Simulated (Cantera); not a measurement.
A perfectly stirred reactor is fed with CH₄ : O₂ : N₂ = 0.61 : 3.12 : 11.8 (molar parts), at 4.93 atm; it is adiabatic with a 423 K inlet, and is followed from long to short residence time, starting on the burning branch (τ in s: 0.12, 0.056, 0.025, 0.011, 0.0052, 0.0023, 0.0011, 0.00048, 0.00022, 9.7e-05, 4.4e-05, 2e-05).

Model: GRI-Mech 3.0 (53 species, 325 reactions), integrated in Cantera.

x: mole fraction; the columns are a selection and need not sum to one.

```tsv
τ (s)	T (K)	x CH₄	x O₂	x C₂H₄	x C₂H₆	x O	x NO₂
0.12	1348	0.000135	0.123	?	7.26e-7	1.98e-6	6.04e-8
0.056	1336	0.000268	0.124	?	1.76e-6	3.23e-6	5.62e-8
0.025	1301	0.000690	0.126	?	5.50e-6	4.29e-6	2.61e-8
0.011	423	0.0393	0.201	<1e-12	<1e-12	<1e-12	<1e-12
0.0052	423	0.0393	0.201	<1e-12	<1e-12	<1e-12	<1e-12
0.0023	423	0.0393	0.201	<1e-12	<1e-12	<1e-12	<1e-12
0.0011	423	0.0393	0.201	<1e-12	<1e-12	<1e-12	<1e-12
0.00048	423	0.0393	0.201	<1e-12	<1e-12	<1e-12	<1e-12
0.00022	423	0.0393	0.201	<1e-12	<1e-12	<1e-12	<1e-12
9.7e-5	423	0.0393	0.201	<1e-12	<1e-12	<1e-12	<1e-12
4.4e-5	423	0.0393	0.201	<1e-12	<1e-12	<1e-12	<1e-12
2.0e-5	423	0.0393	0.201	<1e-12	<1e-12	<1e-12	<1e-12
```

**Question.** What belongs in the gaps?

**Answer.** 
- 0.12, x C₂H₄: 2.56e-6
- 0.056, x C₂H₄: 5.56e-6
- 0.025, x C₂H₄: 1.49e-5
